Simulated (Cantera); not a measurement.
## Diamond growth

A diamond (100) surface in a fixed gas of H2 with x(CH4) = 0.0053, x(CH3) = 1.3e-05, at 1048 K, 0.0560 bar; coverages are run to steady state.

Model: the Harris–Goodwin 1993 mechanism for the reconstructed diamond (100) surface, integrated in Cantera.

```tsv
x(H)	growth (µm/h)	θ c6HH	θ c6H*	θ c6*H	θ c6**	θ c6HM
0.0001	0.0575	0.607	0.0199	0.358	0.00544	0.00658
0.00021	0.115	0.579	0.0212	0.382	0.00811	0.00646
0.00045	0.201	0.565	0.0220	0.395	0.0104	0.00536
0.00096	0.294	0.558	0.0224	0.402	0.0119	0.00372
0.002	0.369	0.556	0.0226	0.406	0.0127	0.00226
0.0043	0.420	0.555	0.0227	0.408	0.0132	0.00120
0.0092	0.449	0.554	0.0228	0.409	0.0134	0.000600
0.02	0.465	0.554	0.0230	0.409	0.0136	0.000286
0.042	0.472	0.554	0.0233	0.409	0.0137	0.000138
```
θ: site fractions in the mechanism's names (c6HH fully hydrogenated, c6H* and c6*H radical sites, c6** diradical, c6HM methylated).
